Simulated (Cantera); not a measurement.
Pyrogenic steam for wet oxidation

An isothermal, constant-pressure homogeneous reactor starts with H2 : O2 : N2 = 1 : 1 : 1.3 (molar parts), equivalence ratio 0.50, at 825 K and 13300 Pa.

Detailed kinetics in Cantera: GRI-Mech 3.0 (53 species, 325 reactions). Radical loss at walls, strong at low pressure, is not modelled. Below about 950 K walls govern HO2 and H2O2 in real vessels. The temperature is held fixed by assumption; the heat of reaction is taken as removed at once.

```json
[
 {"t (s)": "0.000300", "x H2": "0.303", "x O2": "0.303", "x H2O": "1.16e-11", "x N2O": "<1e-12", "x OH": "<1e-12", "x NO": "<1e-12", "x O": "1.14e-12"},
 {"t (s)": "0.000944", "x H2": "0.303", "x O2": "0.303", "x H2O": "2.24e-10", "x N2O": "<1e-12", "x OH": "1.81e-12", "x NO": "<1e-12", "x O": "9.34e-12"},
 {"t (s)": "0.00297", "x H2": "0.303", "x O2": "0.303", "x H2O": "3.78e-8", "x N2O": "<1e-12", "x OH": "2.21e-10", "x NO": "<1e-12", "x O": "1.14e-9"},
 {"t (s)": "0.00935", "x H2": "0.159", "x O2": "0.244", "x H2O": "0.170", "x N2O": "3.62e-10", "x OH": "5.18e-5", "x NO": "1.68e-8", "x O": "7.86e-5"},
 {"t (s)": "0.0294", "x H2": "0.153", "x O2": "0.241", "x H2O": "0.177", "x N2O": "3.87e-10", "x OH": "7.15e-10", "x NO": "7.27e-10", "x O": "1.88e-9"},
 {"t (s)": "0.0926", "x H2": "0.153", "x O2": "0.241", "x H2O": "0.177", "x N2O": "3.87e-10", "x OH": "4.98e-10", "x NO": "4.97e-10", "x O": "1.37e-9"},
 {"t (s)": "0.292", "x H2": "0.153", "x O2": "0.241", "x H2O": "0.177", "x N2O": "3.87e-10", "x OH": "5.23e-10", "x NO": "6.63e-10", "x O": "1.43e-9"},
 {"t (s)": "0.917", "x H2": "0.152", "x O2": "0.241", "x H2O": "0.177", "x N2O": "3.88e-10", "x OH": "6.74e-10", "x NO": "7.43e-10", "x O": "1.80e-9"},
 {"t (s)": "2.89", "x H2": "0.152", "x O2": "0.241", "x H2O": "0.178", "x N2O": "3.92e-10", "x OH": "1.37e-9", "x NO": "1.01e-9", "x O": "3.44e-9"},
 {"t (s)": "9.09", "x H2": "0.148", "x O2": "0.239", "x H2O": "0.183", "x N2O": "4.22e-10", "x OH": "5.33e-9", "x NO": "1.75e-9", "x O": "1.08e-8"},
 {"t (s)": "28.6", "x H2": "0.120", "x O2": "0.228", "x H2O": "0.215", "x N2O": "6.01e-10", "x OH": "8.50e-9", "x NO": "1.84e-9", "x O": "1.44e-8"},
 {"t (s)": "90.0", "x H2": "0.0533", "x O2": "0.200", "x H2O": "0.294", "x N2O": "1.23e-9", "x OH": "1.12e-8", "x NO": "1.40e-9", "x O": "1.49e-8"}
]
```
x: mole fraction; the columns are a selection and need not sum to one.

Equilibrium at this temperature and pressure: H2 <1e-12, O2 0.179, H2O 0.357, N2O 6.24e-11, OH 5.50e-9, NO 2.16e-6, O <1e-12 (gas phase only).
